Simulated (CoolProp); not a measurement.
Isobutene along the isotherm 210 K: density (kg/m³) from the reference equation and from simpler models built on Tc = 418.1 K, pc = 4.016 MPa, ω = 0.193; each cubic takes its own stable root.

Values from CoolProp's reference Helmholtz-energy equation of state, Lemmon 2005. It is a short technical equation, of lower accuracy than the large ones.

```json
[
 {"p (MPa)": "0.0635", "phase": "liquid", "reference": "687.1", "Redlich-Kwong": "630.1", "Peng-Robinson": "718.1"},
 {"p (MPa)": "0.107", "phase": "liquid", "reference": "687.1", "Redlich-Kwong": "630.1", "Peng-Robinson": "718.2"},
 {"p (MPa)": "0.181", "phase": "liquid", "reference": "687.2", "Redlich-Kwong": "630.2", "Peng-Robinson": "718.2"},
 {"p (MPa)": "0.305", "phase": "liquid", "reference": "687.3", "Redlich-Kwong": "630.3", "Peng-Robinson": "718.3"},
 {"p (MPa)": "0.515", "phase": "liquid", "reference": "687.4", "Redlich-Kwong": "630.6", "Peng-Robinson": "718.5"},
 {"p (MPa)": "0.869", "phase": "liquid", "reference": "687.7", "Redlich-Kwong": "630.9", "Peng-Robinson": "718.8"},
 {"p (MPa)": "1.47", "phase": "liquid", "reference": "688.2", "Redlich-Kwong": "631.6", "Peng-Robinson": "719.3"},
 {"p (MPa)": "2.48", "phase": "liquid", "reference": "688.9", "Redlich-Kwong": "632.6", "Peng-Robinson": "720.1"},
 {"p (MPa)": "4.18", "phase": "liquid", "reference": "690.2", "Redlich-Kwong": "634.2", "Peng-Robinson": "721.4"},
 {"p (MPa)": "7.05", "phase": "liquid", "reference": "692.3", "Redlich-Kwong": "636.9", "Peng-Robinson": "723.5"},
 {"p (MPa)": "11.9", "phase": "liquid", "reference": "695.7", "Redlich-Kwong": "641.1", "Peng-Robinson": "726.9"},
 {"p (MPa)": "20.1", "phase": "liquid", "reference": "701.0", "Redlich-Kwong": "647.4", "Peng-Robinson": "732.1"}
]
```
